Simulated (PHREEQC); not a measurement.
Solution (20 °C): 42 mmol/kgw Mg(NO3)2. Closed to the air; pH follows from the charge balance.

The numbers come from PHREEQC with the ion-association model, phreeqc.dat.

No solid was allowed to form.

Problem. What specific conductance, density does the model give?

Solution. specific conductance 7030 µS/cm; density 1.003 g/cm³.

Complexes and solids missing from the database can't appear.
